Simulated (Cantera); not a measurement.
A perfectly stirred reactor is fed with 5.94 % CH₄, 9.14 % O₂, 84.9 % N₂, at 9.87 atm; it is adiabatic with a 425 K inlet, and is followed from long to short residence time, starting on the burning branch (τ in s: 0.025, 0.015, 0.0086, 0.0051, 0.003, 0.0018, 0.001, 0.00061, 0.00036, 0.00021, 0.00012, 7.3e-05, 4.3e-05).

Cantera simulation using GRI-Mech 3.0 (53 species, 325 reactions); the numbers are that mechanism's predictions, not measurements.

### Question
Predict: blow-out, bracketed by the residence times tried; x(CH₄) at τ = 25.0 ms; x(O₂) at τ = 25.0 ms; x(HCO) at τ = 25.0 ms; x(H) at τ = 25.0 ms; x(NO) at τ = 25.0 ms; x(CH₄) at τ = 1.00 ms; x(O₂) at τ = 1.00 ms.

### Answer
* **blow-out, bracketed by the residence times tried**: burning at 25.0 ms, out at 15.0 ms
* **x(CH₄) at τ = 25.0 ms**: 0.0106
* **x(O₂) at τ = 25.0 ms**: 0.0146
* **x(HCO) at τ = 25.0 ms**: 3.85e-8
* **x(H) at τ = 25.0 ms**: 1.61e-6
* **x(NO) at τ = 25.0 ms**: 3.18e-9
* **x(CH₄) at τ = 1.00 ms**: 0.0594
* **x(O₂) at τ = 1.00 ms**: 0.0914
